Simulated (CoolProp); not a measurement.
Decamethylcyclopentasiloxane (D5) along the isotherm 620 K: fugacity coefficient from the reference equation and from simpler models built on Tc = 618.3 K, pc = 10.78 bar, ω = 0.631; each cubic takes its own stable root.

Values from CoolProp's reference Helmholtz-energy equation of state, Thol 2019.

```tsv
p (bar)	phase	reference	Redlich-Kwong	Soave-Redlich-Kwong	Peng-Robinson
0.599	gas	0.9805	0.9813	0.9813	0.9792
1.2	gas	0.9610	0.9626	0.9627	0.9586
1.8	gas	0.9416	0.9441	0.9443	0.9383
2.39	gas	0.9227	0.9260	0.9263	0.9185
2.99	gas	0.9035	0.9077	0.9080	___
3.59	gas	0.8845	0.8895	0.8899	0.8788
4.19	gas	0.8655	0.8714	0.8718	0.8592
4.79	gas	0.8466	___	0.8539	0.8398
5.39	gas	___	___	0.8359	0.8205
```

**Question.** Fill in the missing entries.

**Answer.** 
- 2.99, Peng-Robinson: 0.8986
- 4.79, Redlich-Kwong: 0.8534
- 5.39, reference: 0.8277
- 5.39, Redlich-Kwong: 0.8354
